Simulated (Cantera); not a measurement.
Cantera run, input and output.

```python
import numpy as np
import cantera as ct

gas = ct.Solution("h2o2.yaml")
gas.TPX = 475, 34000, {'H2': 1, 'O2': 0.238, 'N2': 0.895}
flame = ct.FreeFlame(gas, width=0.085)
flame.set_refine_criteria(ratio=3, slope=0.08, curve=0.16)
flame.transport_model = "mixture-averaged"
flame.solve(loglevel=0, auto=True)
z, T = flame.grid, flame.T
thick = (T[-1] - T[0]) / np.gradient(T, z).max()
show = ['H2', 'O2', 'H2O2', 'HO2', 'OH', 'H2O']
print(f"laminar burning velocity  {flame.velocity[0] * 100:.3f} cm/s")
print(f"burnt temperature         {T[-1]:.1f} K")
print(f"thermal thickness         {thick * 1e3:.4f} mm")
print(f"grid points               {len(z)}")
z0 = z[flame.heat_release_rate.argmax()]
print(f"{'z/mm':>9s}{'T/K':>9s}{'u/(m/s)':>9s}" + "".join(f"{s:>11s}" for s in show))
rows = []
for k in (-3, -2, -1.5, -1, -0.5, -0.25, 0, 0.25, 0.5, 1, 2, 4, 8):
    zz = z0 + k * thick
    rows.append([k * thick, np.interp(zz, z, T), np.interp(zz, z, flame.velocity),
                 *(np.interp(zz, z, flame.X[gas.species_index(s)]) for s in show)])
    print(f"{rows[-1][0] * 1e3:9.3f}{rows[-1][1]:9.1f}{rows[-1][2]:9.3f}" + "".join(f"{x:11.3e}" for x in rows[-1][3:]))
```

It prints:

```
laminar burning velocity  538.664 cm/s
burnt temperature         2153.3 K
thermal thickness         1.7054 mm
grid points               148
     z/mm      T/K  u/(m/s)         H2         O2       H2O2        HO2         OH        H2O
   -5.116    475.0    5.387  4.688e-01  1.116e-01  9.084e-17  2.600e-14  1.393e-18  4.800e-15
   -3.411    475.0    5.387  4.688e-01  1.116e-01  7.924e-15  1.006e-11  6.739e-16  1.904e-12
   -2.558    475.0    5.387  4.688e-01  1.116e-01  8.899e-13  1.051e-09  6.492e-14  1.610e-10
   -1.705    475.0    5.387  4.688e-01  1.116e-01  2.201e-10  1.583e-07  2.309e-11  2.635e-08
   -0.853    492.7    5.569  4.662e-01  1.115e-01  3.808e-06  1.432e-04  6.418e-05  7.444e-04
   -0.426    714.8    7.914  4.347e-01  1.054e-01  6.923e-06  7.479e-05  4.681e-04  1.921e-02
    0.000   1117.1   12.025  3.215e-01  6.566e-02  5.446e-07  2.645e-05  1.647e-03  1.056e-01
    0.426   1372.3   14.675  2.268e-01  1.151e-02  3.279e-07  4.483e-06  2.808e-03  2.098e-01
    0.853   1470.9   15.650  2.148e-01  1.630e-03  2.254e-07  5.997e-07  2.941e-03  2.306e-01
    1.705   1572.4   16.615  2.216e-01  5.648e-04  1.863e-07  1.964e-07  3.377e-03  2.341e-01
    3.411   1685.6   17.663  2.316e-01  4.299e-04  1.291e-07  1.410e-07  3.697e-03  2.362e-01
    6.822   1800.6   18.701  2.418e-01  2.921e-04  7.469e-08  9.511e-08  3.683e-03  2.389e-01
   13.643   1906.5   19.634  2.512e-01  1.700e-04  3.877e-08  5.883e-08  3.284e-03  2.419e-01
```

Cantera simulation using the H2/O2 subset of GRI-Mech 3.0, which has no nitrogen chemistry; the numbers are that mechanism's predictions, not measurements. Burning velocities carry a grid error of a few per cent, more on coarse grids.
